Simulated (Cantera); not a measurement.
**Thermodynamics of abatement and gas-phase synthesis, feed H2O + SO2 + N2**

Input: 1 mol H2O, 0.0043 mol SO2, a varied amount of N2, equilibrated at 3350 K and 0.100 bar.

Cantera equilibrium calculation (NASA polynomials, part measured and part estimated; ideal gas, pure solids and liquids). Candidate condensed phases: H2O, H2SO4, S; 35 gas species. Rates play no part.

From 0.23 mol N2 to 18 mol N2 nothing is condensed.

```json
[
 {"n(N2) (mol)": "0.23", "x N2": "0.0894", "x H": "0.426", "x O": "0.198", "x H2": "0.106", "x OH": "0.0835", "x H2O": "0.0492", "x O2": "0.0357", "x NO": "0.00970"},
 {"n(N2) (mol)": "0.37", "x N2": "0.137", "x H": "0.410", "x O": "0.190", "x H2": "0.0979", "x OH": "0.0768", "x H2O": "0.0435", "x O2": "0.0327", "x NO": "0.0115"},
 {"n(N2) (mol)": "0.6", "x N2": "0.203", "x H": "0.386", "x O": "0.178", "x H2": "0.0868", "x OH": "0.0676", "x H2O": "0.0360", "x O2": "0.0286", "x NO": "0.0131"},
 {"n(N2) (mol)": "0.97", "x N2": "0.289", "x H": "0.353", "x O": "0.162", "x H2": "0.0728", "x OH": "0.0564", "x H2O": "0.0275", "x O2": "0.0237", "x NO": "0.0142"},
 {"n(N2) (mol)": "1.6", "x N2": "0.396", "x H": "0.311", "x O": "0.141", "x H2": "0.0564", "x OH": "0.0433", "x H2O": "0.0186", "x O2": "0.0181", "x NO": "0.0145"},
 {"n(N2) (mol)": "2.6", "x N2": "0.509", "x H": "0.263", "x O": "0.118", "x H2": "0.0403", "x OH": "0.0308", "x H2O": "0.0112", "x O2": "0.0127", "x NO": "0.0138"},
 {"n(N2) (mol)": "4.2", "x N2": "0.618", "x H": "0.213", "x O": "0.0952", "x H2": "0.0264", "x OH": "0.0200", "x H2O": "0.00588", "x O2": "0.00821", "x NO": "0.0122"},
 {"n(N2) (mol)": "6.9", "x N2": "0.720", "x H": "0.163", "x O": "0.0722", "x H2": "0.0154", "x OH": "0.0116", "x H2O": "0.00260", "x O2": "0.00473", "x NO": "0.0100"},
 {"n(N2) (mol)": "11", "x N2": "0.799", "x H": "0.121", "x O": "0.0532", "x H2": "0.00849", "x OH": "0.00634", "x H2O": "0.00106", "x O2": "0.00257", "x NO": "0.00778"},
 {"n(N2) (mol)": "18", "x N2": "0.864", "x H": "0.0842", "x O": "0.0370", "x H2": "0.00414", "x OH": "0.00308", "x H2O": "0.000358", "x O2": "0.00124", "x NO": "0.00562"}
]
```
x: gas mole fraction; nothing condenses.
